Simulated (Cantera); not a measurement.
Feed: 1 mol C2H6, 17 mol H2, equilibrated at 2598.15 K and 35.0 mbar.

Equilibrium computed with Cantera from the NASA thermochemical tables; the gas is ideal and each condensed phase is pure. Kinetics and transport are ignored.

| species | before | after |
|---|---|---|
| H2 | 0.804 | 0.629 |
| H | 0.183 | 0.347 |
| C2H2 (acetylene) | 0.0129 | 0.0210 |
| C2 | 5.78e-6 | 8.81e-5 |
| C3 | 6.16e-5 | 0.000902 |
| C | 1.74e-5 | 0.000188 |
| CH | 2.82e-6 | 1.79e-5 |
| C2H | 0.000258 | 0.00146 |
| C4H2 | 8.64e-5 | 0.000291 |
| C(graphite), mol | 1.41 | 0.803 |
Gas species are given as mole fractions.

### Question
What was changed between the two runs?
A) temperature from 2598.15 K to 2800 K
B) temperature from 2598.15 K to 2500 K
C) temperature from 2598.15 K to 1398 K
D) pressure from 35.0 mbar to 0.100 bar

### Answer
A, temperature from 2598.15 K to 2800 K
